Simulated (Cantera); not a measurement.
Ammonia decomposition in nitride growth gas

A perfectly stirred reactor is fed with 32.3 % NH3, 67.7 % H2, at 0.0345 atm; it is held at 1575 K, and followed from long to short residence time.

Detailed kinetics in Cantera: the gas-phase N/H chemistry of the illustrative SiF4/NH3 mechanism in the Surface Chemkin manual (1991). Walls and surfaces, which speed up NH3 decomposition in real reactors, are not modelled.

| τ (s) | x NH3 | x H2 | x N2H2 | x N2 | x N | x H |
|---|---|---|---|---|---|---|
| 9.0 | 0.305 | 0.688 | 2.24e-7 | 0.00675 | 1.58e-8 | 5.54e-5 |
| 3.7 | 0.315 | 0.682 | 2.31e-7 | 0.00283 | 1.54e-8 | 5.39e-5 |
| 1.5 | 0.320 | 0.679 | 2.25e-7 | 0.00111 | 1.44e-8 | 5.22e-5 |
| 0.63 | 0.321 | 0.678 | 2.02e-7 | 0.000411 | 1.23e-8 | 4.93e-5 |
| 0.26 | 0.322 | 0.678 | 1.48e-7 | 0.000121 | 7.96e-9 | 4.25e-5 |
| 0.11 | 0.322 | 0.677 | 6.55e-8 | 2.13e-5 | 2.57e-9 | 2.90e-5 |
| 0.044 | 0.323 | 0.677 | 1.28e-8 | 1.55e-6 | 2.55e-10 | 1.34e-5 |
| 0.018 | 0.323 | 0.677 | 2.09e-9 | 9.91e-8 | 1.83e-11 | 5.54e-6 |
| 0.0075 | 0.323 | 0.677 | 3.46e-10 | 6.69e-9 | 1.33e-12 | 2.31e-6 |
| 0.0031 | 0.323 | 0.677 | 5.47e-11 | 4.27e-10 | <1e-12 | 9.56e-7 |
x: mole fraction; the columns are a selection and need not sum to one.
